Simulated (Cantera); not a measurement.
Input: 1 mol acetone, 0.36 mol H2, at 1202 °C and 0.0750 Torr.

Cantera equilibrium calculation (NASA polynomials, part measured and part estimated; ideal gas, pure solids and liquids). Candidate condensed phases: C, C6H6, C7H8, C8H18, H2O; 110 gas species. The feed counts by its element totals alone. Kinetics and transport are ignored.

**Question.** What is the equilibrium state?

**Answer.** 
```json
{
  "x(H2)": "0.770",
  "x(CO)": "0.229",
  "x(H)": "0.00114",
  "x(C2H2 (acetylene))": "5.13e-6",
  "n(C(graphite))": "2.00 mol",
  "gas_amount": "4.362 mol"
}
```
